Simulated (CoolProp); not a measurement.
The fluid at 413.58 K and 0.807 MPa is compressed adiabatically to 4.61 MPa with isentropic efficiency 0.85. The same conditions are run with several fluids, on thermodynamics alone (safety and materials aside).

Model: reference Helmholtz-energy equation of state of each fluid (R507A: Lemmon 2003; isobutane: Bücker 2006; normal hydrogen: Leachman 2009), in CoolProp. Blends and air are pseudo-pure fits.

Q: Rank R507A, isobutane, normal hydrogen by work (kJ/kg), highest first.

A: normal hydrogen (4560), isobutane (109), R507A (71.2)

```
fluid            final temperature (K)  final density (kg/m³)
---------------  ---------------------  ---------------------
R507A                            492.5                    125
isobutane                        483.9                   91.5
normal hydrogen                  724.9                   1.52
```
